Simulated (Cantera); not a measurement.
Gas mixture: 12.6 % C₃H₈, 38.4 % C₂H₆, 49.1 % C₂H₄, at 9600 Pa, frozen composition.

Cantera's kinetic-theory transport with the Lennard-Jones parameters of GRI-Mech 3.0, ideal gas; thermal conductivity in the multicomponent form. The composition is frozen, though it would react at the higher temperatures.

D: mixture-averaged diffusion coefficient of that species in the mixture.

```json
[
 {"T (K)": "400", "ρ (kg/m³)": "0.0890", "cp (J/kg/K)": "2031", "μ (µPa s)": "12.6", "λ (mW/m/K)": "33.7", "Pr": "0.756", "D (cm²/s) CO₂": "1.96", "D (cm²/s) NO": "2.60", "D (cm²/s) CH₃": "2.87"},
 {"T (K)": "600", "ρ (kg/m³)": "0.0594", "cp (J/kg/K)": "(withheld)", "μ (µPa s)": "(withheld)", "λ (mW/m/K)": "(withheld)", "Pr": "0.757", "D (cm²/s) CO₂": "(withheld)", "D (cm²/s) NO": "(withheld)", "D (cm²/s) CH₃": "(withheld)"},
 {"T (K)": "800", "ρ (kg/m³)": "0.0445", "cp (J/kg/K)": "3309", "μ (µPa s)": "22.5", "λ (mW/m/K)": "98.1", "Pr": "0.757", "D (cm²/s) CO₂": "6.95", "D (cm²/s) NO": "8.75", "D (cm²/s) CH₃": "9.84"},
 {"T (K)": "1000", "ρ (kg/m³)": "0.0356", "cp (J/kg/K)": "3735", "μ (µPa s)": "26.5", "λ (mW/m/K)": "131", "Pr": "0.756", "D (cm²/s) CO₂": "10.3", "D (cm²/s) NO": "12.8", "D (cm²/s) CH₃": "14.4"},
 {"T (K)": "1200", "ρ (kg/m³)": "0.0297", "cp (J/kg/K)": "4048", "μ (µPa s)": "30.2", "λ (mW/m/K)": "162", "Pr": "0.755", "D (cm²/s) CO₂": "14.0", "D (cm²/s) NO": "17.4", "D (cm²/s) CH₃": "19.7"},
 {"T (K)": "1400", "ρ (kg/m³)": "0.0254", "cp (J/kg/K)": "4296", "μ (µPa s)": "33.7", "λ (mW/m/K)": "192", "Pr": "0.754", "D (cm²/s) CO₂": "18.3", "D (cm²/s) NO": "22.5", "D (cm²/s) CH₃": "25.5"},
 {"T (K)": "1600", "ρ (kg/m³)": "0.0223", "cp (J/kg/K)": "4490", "μ (µPa s)": "36.9", "λ (mW/m/K)": "220", "Pr": "0.752", "D (cm²/s) CO₂": "22.9", "D (cm²/s) NO": "28.1", "D (cm²/s) CH₃": "31.9"},
 {"T (K)": "1800", "ρ (kg/m³)": "0.0198", "cp (J/kg/K)": "4640", "μ (µPa s)": "(withheld)", "λ (mW/m/K)": "(withheld)", "Pr": "0.751", "D (cm²/s) CO₂": "(withheld)", "D (cm²/s) NO": "(withheld)", "D (cm²/s) CH₃": "(withheld)"}
]
```

Fill in the missing entries.


- 600, cp (J/kg/K): 2764
- 600, μ (µPa s): 17.9
- 600, λ (mW/m/K): 65.3
- 600, D (cm²/s) CO₂: 4.16
- 600, D (cm²/s) NO: 5.33
- 600, D (cm²/s) CH₃: 5.95
- 1800, μ (µPa s): 39.9
- 1800, λ (mW/m/K): 246
- 1800, D (cm²/s) CO₂: 27.9
- 1800, D (cm²/s) NO: 34.2
- 1800, D (cm²/s) CH₃: 38.8
